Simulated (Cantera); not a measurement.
Charge: 1 mol C, 2.3 mol NH3, at 1598 K and 0.180 bar.

These are equilibrium values from Cantera (NASA tables, ideal gas, pure condensed phases), not measurements of a reactor. Candidate condensed phases: C, C6H6, C7H8, C8H18; 92 gas species. The numbers say what is thermodynamically allowed, not how fast it happens.

Task: What is the equilibrium state?

Result: 
| Quantity | Value |
|---|---|
| x(H2) | 0.749 |
| x(N2) | 0.250 |
| x(HCN) | 0.000874 |
| x(CH4) | 0.000166 |
| x(H) | 0.000109 |
| x(C2H2 (acetylene)) | 2.02e-5 |
| x(HNC) | 1.99e-5 |
| x(NH3) | 2.74e-6 |
| n(C(graphite)) | 0.995 mol |
| gas amount | 4.599 mol |
